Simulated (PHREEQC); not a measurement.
Consider water at 20 °C with 0.001 mol/kgw FeSO4 and 0.11 mol/kgw CuCl2. Closed to the air; pH follows from the charge balance.

The numbers come from PHREEQC with the ion-association model, phreeqc.dat.

This is a speciation only: nothing precipitates in the calculation.

### Question
Estimate the pH, density.

### Answer
pH 4.30; density 1.012 g/cm³.

### Question
In which forms is S present?

### Answer
CuSO4 56 %, SO4-2 43 % of the S.
